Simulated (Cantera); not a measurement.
Charge: 1 mol Si2H6, 0.51 mol CO2, 130 mol N2, at 0.100 bar.

Equilibrium computed with Cantera from the NASA thermochemical tables; the gas is ideal and each condensed phase is pure. Candidate condensed phases: C, C6H6, C7H8, C8H18, H2O, Si, SiC, SiO2, Si2N2O, Si3N4; 151 gas species. The feed counts by its element totals alone. N2 is the only nitrogen source here; it is nearly inert below about 1500 K, so the nitride shown seldom forms there in practice. Mutual solubility and eutectic melting of coexisting phases are not modelled. Rates play no part.

Task: What share of the Si ends up in condensed phases as a function of T (K), at 1198, 1298, 1398, 1498, 1598, 1698, 1798, 1898, 1998?

Result: 
```csv
T (K),Si condensed (%),as
1198,100.0,Si2N2O(s)
1298,100.0,Si2N2O(s)
1398,100.0,Si2N2O(s)
1498,100.0,Si2N2O(s) + Si3N4(s)
1598,99.9,SiC(s) + Si2N2O(s)
1698,99.0,SiC(s) + Si2N2O(s) + Si3N4(s)
1798,90.6,Si2N2O(s) + Si3N4(s)
1898,67.7,SiC(s) + Si3N4(s)
1998,57.3,Si(l) + SiC(s)
```
